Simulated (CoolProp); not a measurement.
Aqueous sodium chloride as a coolant, 14 % by mass, freezing at -9.9 °C, 1 atm.

Values from CoolProp's Melinder's fits for secondary coolants.

```json
[
 {"T (°C)": "-6.2", "viscosity (mPa s)": "2.79", "Prandtl number": "18.2", "cp (kJ/(kg K))": "3.535", "density (kg/m³)": "1110"},
 {"T (°C)": "-0.6", "viscosity (mPa s)": "2.32", "Prandtl number": "14.9", "cp (kJ/(kg K))": "___", "density (kg/m³)": "1108"},
 {"T (°C)": "5", "viscosity (mPa s)": "1.95", "Prandtl number": "12.4", "cp (kJ/(kg K))": "3.560", "density (kg/m³)": "1107"},
 {"T (°C)": "10.6", "viscosity (mPa s)": "1.66", "Prandtl number": "___", "cp (kJ/(kg K))": "3.570", "density (kg/m³)": "1104"},
 {"T (°C)": "16.2", "viscosity (mPa s)": "1.43", "Prandtl number": "8.85", "cp (kJ/(kg K))": "3.579", "density (kg/m³)": "1102"},
 {"T (°C)": "21.8", "viscosity (mPa s)": "___", "Prandtl number": "7.63", "cp (kJ/(kg K))": "3.587", "density (kg/m³)": "1100"},
 {"T (°C)": "27.4", "viscosity (mPa s)": "1.11", "Prandtl number": "6.67", "cp (kJ/(kg K))": "3.593", "density (kg/m³)": "___"},
 {"T (°C)": "33", "viscosity (mPa s)": "0.993", "Prandtl number": "5.90", "cp (kJ/(kg K))": "3.598", "density (kg/m³)": "1095"},
 {"T (°C)": "38.6", "viscosity (mPa s)": "0.902", "Prandtl number": "5.29", "cp (kJ/(kg K))": "3.602", "density (kg/m³)": "1092"}
]
```

**Question.** Some entries are withheld; supply them.

**Answer.** 
- -0.6, cp (kJ/(kg K)): 3.548
- 10.6, Prandtl number: 10.4
- 21.8, viscosity (mPa s): 1.25
- 27.4, density (kg/m³): 1098
